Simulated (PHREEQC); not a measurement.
A solution holds 0.41 mmol/kgw Ca(OH)2, at 25 °C. Closed to the air; pH follows from the charge balance.

Equilibrium calculation in PHREEQC: ion-association model, phreeqc.dat.

Each row changes one thing in this solution. Precipitation was switched off in this run.

```
case                                         pH  ionic strength (mol/kgw)  CaOH+ (mol/kgw)
----------------------------------------  -----  ------------------------  ---------------
as made                                   10.89                   0.00122          4.64e-6
diluted 5-fold with water                 10.20                         ?                ?
Ca(OH)2 from 0.00041 to 0.000451 mol/kgw  10.93                   0.00134          5.57e-6
Ca(OH)2 from 0.00041 to 0.000615 mol/kgw      ?                         ?          1.00e-5
0.00066 mol/kgw H2S added                 10.18                   0.00123                ?
temperature from 25 to 85 °C               9.39                   0.00123          1.46e-7
Ca(OH)2 from 0.00041 to 0.000369 mol/kgw  10.84                   0.00110          3.79e-6
```

Q: Complete the blanks.

A: 
- diluted 5-fold with water, ionic strength (mol/kgw): 0.000246
- diluted 5-fold with water, CaOH+ (mol/kgw): 2.05e-7
- Ca(OH)2 from 0.00041 to 0.000615 mol/kgw, pH: 11.06
- Ca(OH)2 from 0.00041 to 0.000615 mol/kgw, ionic strength (mol/kgw): 0.00183
- 0.00066 mol/kgw H2S added, CaOH+ (mol/kgw): 9.08e-7

Complexes and solids missing from the database can't appear. Away from 25 °C the constants follow the database's enthalpies or fits; those with neither stay at their 25 °C values.
